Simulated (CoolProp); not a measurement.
Saturation properties of vinyl chloride.

The numbers come from the reference Helmholtz-energy equation of state, Thol 2022 in CoolProp.

```
T (°C)  p (bar)  liquid density (kg/m³)  vapour density (kg/m³)  liquid cp (kJ/(kg K))
------  -------  ----------------------  ----------------------  ---------------------
-17.65      ___                   976.8                   2.616                  1.478
-3.55     1.520                   951.7                   4.411                  1.490
10.65     2.512                   926.0                     ___                  1.507
24.75     3.921                   899.7                   10.70                  1.532
38.85     5.853                   872.5                     ___                  1.564
52.95     8.418                   844.0                   22.28                  1.606
67.05     11.73                     ___                   30.97                  1.663
81.25       ___                   780.9                   42.45                  1.743
95.35     21.14                   744.6                   57.55                  1.861
```

Problem. Fill in the missing entries.

Solution. 
- -17.65, p (bar): 0.8661
- 10.65, vapour density (kg/m³): 7.043
- 38.85, vapour density (kg/m³): 15.67
- 67.05, liquid density (kg/m³): 813.8
- 81.25, p (bar): 15.94

It boils at -13.9 °C under 1 atm.
